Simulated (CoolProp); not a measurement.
Vapour-liquid equilibrium of toluene (1) + n-decane (2) at 0.000465 MPa; x and y are mole fractions of (1).

Computed with CoolProp (multi-fluid Helmholtz-energy mixture model, Lemmon 2006 and Lemmon 2006; pair parameters Bell 2016).

| x | bubble temperature (K) | y at the bubble point | dew temperature at overall composition x (K) | liquid density (mol/L) |
|---|---|---|---|---|
| 0.05 | 300.8 | 0.552 | 311.6 | 5.217 |
| 0.125 | 289.9 | 0.812 | 310.4 | 5.481 |
| 0.2 | 283.0 | 0.898 | 309.1 | 5.738 |
| 0.275 | 278.3 | 0.937 | 307.6 | 6.000 |
| 0.35 | 275.0 | 0.956 | 306.0 | 6.272 |
| 0.425 | 272.5 | 0.968 | 304.3 | 6.560 |
| 0.5 | 270.6 | 0.976 | 302.3 | 6.866 |
| 0.575 | 269.1 | 0.981 | 300.1 | 7.195 |
| 0.65 | 267.9 | 0.985 | 297.6 | 7.551 |
| 0.725 | 266.8 | 0.989 | 294.5 | 7.937 |
| 0.8 | 265.8 | 0.992 | 290.6 | 8.360 |
| 0.875 | 264.8 | 0.995 | 285.2 | 8.824 |
| 0.95 | 263.8 | 0.998 | 276.2 | 9.337 |

No azeotrope shows between x = 0.05 and 0.95.

Pair parameters are fitted to limited data, so mixtures are less certain than the pure fluids.
